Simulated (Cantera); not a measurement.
Mixture: CO : H₂ : CH₄ : O₂ : N₂ = 1 : 0.042 : 1.3 : 5.38 : 20.2 (molar parts), equivalence ratio 0.58, at 19.0 bar, adiabatic and at constant volume. Ignition delay is the time to a rise of 400 K.

Cantera simulation using GRI-Mech 3.0 (53 species, 325 reactions); the numbers are that mechanism's predictions, not measurements. The pressure lies above the range GRI-Mech 3.0 was tuned for (to about 10 atm).

Question: What does this change do: pressure from 19.0 bar to 1.00 bar?

Answer: 
| quantity | before | after |
|---|---|---|
| delay at 1200 K | 1.88 ms | 23.1 ms |
| delay at 1350 K | 0.317 ms | 3.37 ms |
| delay at 1500 K | 73.7 µs | 0.744 ms |
| delay at 1650 K | 21.8 µs | 0.238 ms |
| delay at 1800 K | 7.81 µs | 95.9 µs |
| apparent activation energy between 1725 and 1875 K | 170 kJ/mol | 150 kJ/mol |

Question: What does this change do: pressure from 19.0 bar to 6.90 bar?

Answer: 
```
quantity                                                before       after
--------------------------------------------------  ----------  ----------
delay at 1200 K                                        1.88 ms     4.57 ms
delay at 1350 K                                       0.317 ms    0.759 ms
delay at 1500 K                                        73.7 µs    0.167 ms
delay at 1650 K                                        21.8 µs     48.3 µs
delay at 1800 K                                        7.81 µs     17.6 µs
apparent activation energy between 1725 and 1875 K  170 kJ/mol  160 kJ/mol
```
